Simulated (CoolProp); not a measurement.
The fluoroketone C6F12O (FK-5-1-12) at 281.43 K and 0.0103 MPa is compressed adiabatically to 0.0323 MPa with isentropic efficiency 0.6. Each further row changes one setting.

Model: reference Helmholtz-energy equation of state, McLinden 2015, in CoolProp.

```json
[
 {"case": "as stated", "work (kJ/kg)": "14.1", "final temperature (K)": "?", "final phase": "gas", "final density (kg/m³)": "?"},
 {"case": "efficiency 1", "work (kJ/kg)": "?", "final temperature (K)": "?", "final phase": "?", "final density (kg/m³)": "4.35"},
 {"case": "efficiency 0.65", "work (kJ/kg)": "?", "final temperature (K)": "?", "final phase": "gas", "final density (kg/m³)": "?"}
]
```

### Question
Fill in the missing entries.

### Answer

- as stated, final temperature (K): 298.5
- as stated, final density (kg/m³): 4.22
- efficiency 1, work (kJ/kg): 8.46
- efficiency 1, final temperature (K): 292.9
- efficiency 1, final phase: two-phase, vapour fraction 0.992
- efficiency 0.65, work (kJ/kg): 13.0
- efficiency 0.65, final temperature (K): 297.3
- efficiency 0.65, final density (kg/m³): 4.24
